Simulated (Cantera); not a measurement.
A perfectly stirred reactor is fed with CH4 : H2 : O2 = 0.029 : 1 : 0.0017 (molar parts), equivalence ratio 330, at 0.0132 atm; it is held at 1675 K, and followed from long to short residence time.

Computed with Cantera and GRI-Mech 3.0 (53 species, 325 reactions). GRI-Mech 3.0 stops at C3 and has no aromatics, soot or wall deposition, so with more carbon than oxygen in the feed, carbon stays in small species such as C2H2 where larger ones or solid carbon would form. Radical loss at walls, strong at low pressure, is not modelled.

**Question.** What does this change do: temperature 1675 to 2975 K?

**Answer.** 
| quantity | before | after |
|---|---|---|
| x(CH4) at τ = 1.20 s | 0.0163 | 1.15e-7 |
| x(H2) at τ = 1.20 s | 0.974 | 0.348 |
| x(O2) at τ = 1.20 s | 1.37e-5 | 3.69e-9 |
| x(CH2) at τ = 1.20 s | 2.82e-7 | 1.01e-5 |
| x(C2H2) at τ = 1.20 s | 0.00549 | 0.00574 |
| x(CH4) at τ = 16.0 ms | 0.0268 | 0.000250 |
| x(H2) at τ = 16.0 ms | 0.968 | 0.858 |
| x(O2) at τ = 16.0 ms | 0.000543 | 1.93e-6 |
| x(CH2) at τ = 16.0 ms | 6.83e-7 | 0.000147 |
| x(C2H2) at τ = 16.0 ms | 0.000246 | 0.0106 |
